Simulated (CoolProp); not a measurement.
Properties of cyclohexane at several states.

The numbers come from the reference Helmholtz-energy equation of state, Zhou 2014 in CoolProp.

```json
[
 {"T (°C)": "27.15", "p (MPa)": "0.0106", "phase": "gas", "cp (kJ/(kg K))": "[?]", "cv (kJ/(kg K))": "1.178", "expansivity (1/kK)": "3.405", "fugacity coefficient": "0.9935"},
 {"T (°C)": "172.75", "p (MPa)": "0.074", "phase": "gas", "cp (kJ/(kg K))": "2.022", "cv (kJ/(kg K))": "[?]", "expansivity (1/kK)": "2.335", "fugacity coefficient": "0.9878"},
 {"T (°C)": "33.75", "p (MPa)": "0.177", "phase": "liquid", "cp (kJ/(kg K))": "[?]", "cv (kJ/(kg K))": "[?]", "expansivity (1/kK)": "1.244", "fugacity coefficient": "0.1072"}
]
```

Question: Fill in the missing entries.

Answer: 
- 27.15, cp (kJ/(kg K)): 1.280
- 172.75, cv (kJ/(kg K)): 1.917
- 33.75, cp (kJ/(kg K)): 1.900
- 33.75, cv (kJ/(kg K)): 1.388
